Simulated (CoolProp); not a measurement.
A single-stage vapour-compression cycle with R407C: evaporating at 322.15 K (dew point), condensing at 342.15 K (bubble point), superheat 2 K, subcooling 5 K, compressor efficiency 0.9, no pressure losses. Each further row changes one setting.

The numbers come from the reference Helmholtz-energy equation of state, Lemmon 2003 in CoolProp. It is a pseudo-pure fit of the blend.

| case | cooling COP | pressure ratio | discharge temperature (K) | refrigerating effect (kJ/kg) | volumetric capacity (kJ/m³) |
|---|---|---|---|---|---|
| as stated | [?] | 1.73 | 355.5 | 127 | 11000 |
| evaporating temperature 327.15 K | 12.5 | 1.53 | [?] | 127 | 12800 |
| condensing temperature 337.15 K | 12.5 | 1.56 | [?] | 136 | 11800 |
| subcooling 10 K | 10.2 | 1.73 | 355.5 | [?] | 11800 |
| superheat 12 K | [?] | 1.73 | 364.7 | [?] | 11100 |
| compressor efficiency 0.8 | 8.42 | 1.73 | [?] | 127 | 11000 |

Question: Some entries are withheld; supply them.

Answer: 
- as stated, cooling COP: 9.47
- evaporating temperature 327.15 K, discharge temperature (K): 353.9
- condensing temperature 337.15 K, discharge temperature (K): 349.2
- subcooling 10 K, refrigerating effect (kJ/kg): 137
- superheat 12 K, cooling COP: 9.51
- superheat 12 K, refrigerating effect (kJ/kg): 140
- compressor efficiency 0.8, discharge temperature (K): 356.5
